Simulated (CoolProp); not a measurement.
A closed Brayton cycle with dry air: compressor inlet 330.15 K and 7.3 MPa, high pressure 13.6 MPa, turbine inlet 900 K, compressor efficiency 0.85, turbine efficiency 0.9, recuperator effectiveness 0.9 (on enthalpy, no pinch check). Each further row changes one setting.

Computed with CoolProp (reference Helmholtz-energy equation of state, Lemmon 2000). It is a pseudo-pure fit of the blend.

```tsv
case	thermal efficiency (%)	net work (kJ/kg)	compressor to turbine work	compressor exit (K)	turbine exit (K)
as stated	33.1	60.6	0.56	406.5	779.2
turbine inlet 850 K	31.1	53.0	0.59	406.5	734.7
compressor inlet 340.15 K	32.0	58.1	0.58	418.7	779.2
high pressure 11.6 MPa	31.5	48.6	0.54	385.7	808.5
recuperator effectiveness 0.5	17.7	60.6	0.56	406.5	779.2
```
